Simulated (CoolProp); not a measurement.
Vapour-liquid equilibrium of benzene (1) + n-decane (2) at 0.258 MPa; x and y are mole fractions of (1).

The numbers come from the multi-fluid Helmholtz-energy mixture model, Thol 2012 and Lemmon 2006; pair parameters Bell 2016 in CoolProp.

```
x     bubble temperature, mixture model (°C)  bubble temperature, Raoult's law (°C)  y, mixture model  y, Raoult's law
----  --------------------------------------  -------------------------------------  ----------------  ---------------
0.05                                   203.8                                  201.6             0.228            0.286
0.15                                   183.6                                  180.8             0.550            0.606
0.25                                   167.2                                  165.5             0.732            0.765
0.35                                   154.4                                  153.8             0.833            0.852
0.45                                   144.5                                  144.4             0.891            0.905
0.55                                   136.7                                  136.7             0.928            0.939
0.65                                   130.3                                  130.3             0.953            0.961
0.75                                   124.9                                  124.8             0.971            0.977
0.85                                   120.1                                  120.0             0.984            0.988
0.95                                   115.8                                  115.8             0.995            0.997
```

The largest gap from Raoult's law is +2.8 K in bubble temperature, at x = 0.15. No azeotrope shows between x = 0.05 and 0.95.

The pair parameters rest on a limited set of measurements; away from them the model extrapolates.
